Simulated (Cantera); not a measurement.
Cantera run:

```python
import numpy as np
import cantera as ct

gas_names = [...]  # 113 gases of nasa_gas.yaml made of C, F, H, Si
cond_names = """
    C(gr) C6H6(L) C7H8(L) C8H18(L),n-octa Si(cr) Si(L) SiC(b)
""".split()


# ... load() reads the species with a 1 bar reference pressure and builds the phases ...
atoms = {
    'C2F6': {'C': 2, 'F': 6},
    'Si': {'Si': 1},
    'H2': {'H': 2},
}
top_T = {'C(gr)': 4500, 'SiC(b)': 3050}  # K; cautious upper limits of use, not melting points


# ... equilibrate(T, P, feed) seeds the gas with the atoms and calls Mixture.equilibrate('TP', solver="vcs", rtol=1e-11, max_steps=5000) ...
results = []
T = 1675  # K
P = 420  # Pa
for m in [0.015, 0.022, 0.034, 0.05, 0.076, 0.11, 0.17, 0.25, 0.38, 0.57]:
    feed = {'C2F6': 1, 'Si': m, 'H2': 18}  # mol
    mix = equilibrate(T, P, feed)
    results.append((T, P, feed, dict(zip(mix.species_names, mix.species_moles))))

top = {s: max(r[3][s] / sum(r[3][g] for g in gas_names) for r in results) for s in gas_names}
cols = sorted((s for s in top if top[s] > 0.001), key=lambda s: -top[s])[:7]
seen = [c for c in cond_names if any(r[3].get(c, 0) > 1e-12 for r in results)]
print("log10 of partial pressures in bar; condensed amounts in mol")
print(f"{'n(Si)':>10s}" + "".join(f"{s[:9]:>10s}" for s in cols + seen))
for T, P, feed, n in results:
    ng = sum(n[g] for g in gas_names)
    print(f"{feed['Si']:10.4g}" + "".join(f"{np.log10(max(n[s] / ng * P / 1e5, 1e-99)):10.3f}" for s in cols)
          + "".join(f"{n.get(c, 0):10.4g}" for c in seen))
```

Result:

```
log10 of partial pressures in bar; condensed amounts in mol
     n(Si)        H2        HF      SiF4      SiF3         H     C(gr)
     0.015    -2.523    -2.925    -5.576    -6.498    -5.196     1.998
     0.022    -2.522    -2.927    -5.410    -6.329    -5.196     1.998
     0.034    -2.521    -2.930    -5.221    -6.137    -5.196     1.998
      0.05    -2.520    -2.934    -5.054    -5.965    -5.195     1.998
     0.076    -2.518    -2.942    -4.872    -5.775    -5.194     1.998
      0.11    -2.515    -2.951    -4.712    -5.605    -5.193     1.998
      0.17    -2.511    -2.968    -4.525    -5.398    -5.191     1.998
      0.25    -2.505    -2.992    -4.360    -5.205    -5.188     1.998
      0.38    -2.496    -3.035    -4.182    -4.981    -5.183     1.998
      0.57    -2.483    -3.106    -4.016    -4.737    -5.176     1.998
```

Cantera equilibrium calculation (NASA polynomials, part measured and part estimated; ideal gas, pure solids and liquids). The feed counts by its element totals alone. The tables' values for SiF3, SiF2 are old estimates; treat these amounts as uncertain.
